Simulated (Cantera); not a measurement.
A closed system holds: 1 mol Pb, 0.016 mol O2, 0.16 mol H2, held at 22.0 Pa.

Equilibrium computed with Cantera from the NASA thermochemical tables; the gas is ideal and each condensed phase is pure. Candidate condensed phases: H2O, Pb, PbO, PbO2, Pb3O4; 12 gas species. Rates play no part.

Problem. At 1300 °C, list the 5 most abundant gas species with their mole fractions, and the condensed phases.

Solution. Pb 0.862, H2 0.110, H2O 0.0274, H 0.000909, PbO 0.000130. Condensed: gas only.
